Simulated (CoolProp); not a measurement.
Properties of C3F8 (R218) along the isotherm 320.8 K (Tc = 345.0 K, pc = 26.40 bar, ω = 0.317).

Values from CoolProp's reference Helmholtz-energy equation of state, Lemmon 2006. It is a short technical equation, of lower accuracy than the large ones.

```csv
p (bar),phase,density (kg/m³),cp (kJ/(kg K)),cv (kJ/(kg K)),expansivity (1/kK),conductivity (mW/(m K))
18.2,liquid,1177,1.341,0.8403,7.942,40.1
36.4,liquid,1233,1.225,0.8307,5.450,42.4
54.5,liquid,1271,1.175,0.8256,4.418,44.3
72.7,liquid,1300,1.144,0.8225,3.814,45.9
90.9,liquid,1324,1.124,0.8204,3.407,47.4
109,liquid,1345,1.109,0.8189,3.111,48.7
127,liquid,1363,1.097,0.8179,2.884,50.0
145,liquid,1379,1.088,0.8172,2.700,51.2
164,liquid,1395,1.079,0.8168,2.541,52.4
182,liquid,1409,1.073,0.8165,2.414,53.5
200,liquid,1421,1.067,0.8164,2.305,54.5
```

Thermal conductivity comes from a separate model (Huber 2003), an estimate that may be off by 10 % or more.
